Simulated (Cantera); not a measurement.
Feed: 1 mol Cu, 12 mol HF, equilibrated at 523.15 K and 7.80 mbar.

Cantera equilibrium calculation (NASA polynomials, part measured and part estimated; ideal gas, pure solids and liquids). Candidate condensed phases: Cu, CuF2; 15 gas species. The numbers say what is thermodynamically allowed, not how fast it happens.

Problem. What is the equilibrium state?

Solution. 
```
Item            Value
----------  ---------
x(HF)           1.000
x(H2F2)       7.88e-6
n(Cu(s))     1.00 mol
gas amount  12.00 mol
```
